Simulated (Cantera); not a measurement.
A closed system holds: 1 mol Si2Cl6, a varied amount of NH3, equilibrated at 1825 °C and 0.0180 bar.

These are equilibrium values from Cantera (NASA tables, ideal gas, pure condensed phases), not measurements of a reactor. Candidate condensed phases: NH4Cl, Si, Si3N4; 28 gas species. The feed counts by its element totals alone. The tables' values for SiCl, SiCl3, SiN are old estimates; treat these amounts as uncertain. Gases not in the tables: Si2H6 and higher silanes. The numbers say what is thermodynamically allowed, not how fast it happens.

Q: At 11 mol NH3, list the 4 most abundant gas species with their mole fractions, and the condensed phases.

A: H2 0.578, N2 0.216, HCl 0.121, SiCl2 0.0542. Condensed: Si(l).
